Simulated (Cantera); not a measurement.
# Thermodynamics of iron carbonyl, mercury and lead vapours, feed Fe(CO)5 + CO + N2

A closed system holds: 1 mol Fe(CO)5, 2.2 mol CO, a varied amount of N2, held at 900 °C and 1.00 bar.

These are equilibrium values from Cantera (NASA tables, ideal gas, pure condensed phases), not measurements of a reactor. Candidate condensed phases: C, Fe, Fe(CO)5, FeO, Fe2O3, Fe3O4; 27 gas species. Condensed phases not in the tables: cementite and carbon dissolved in iron. Rates play no part.

From 0.66 mol N2 to 25 mol N2 the condensed part is C(graphite) + Fe(α).

```
n(N2) (mol)  log p CO  log p N2  log p CO2  n C(graphite)  n Fe(α)
-----------  --------  --------  ---------  -------------  -------
0.66            -0.05     -1.07      -1.65          0.171     1.00
1               -0.07     -0.91      -1.69          0.164     1.00
1.6             -0.10     -0.73      -1.75          0.153     1.00
2.6             -0.14     -0.57      -1.84          0.138     1.00
4.1             -0.21     -0.44      -1.97          0.121     1.00
6.4             -0.29     -0.32      -2.13          0.101     1.00
10              -0.39     -0.23      -2.33         0.0807     1.00
16              -0.51     -0.16      -2.58         0.0604     1.00
25              -0.66     -0.11      -2.86         0.0439     1.00
```
log p: log10 of the partial pressure in bar; n: condensed amount in mol.
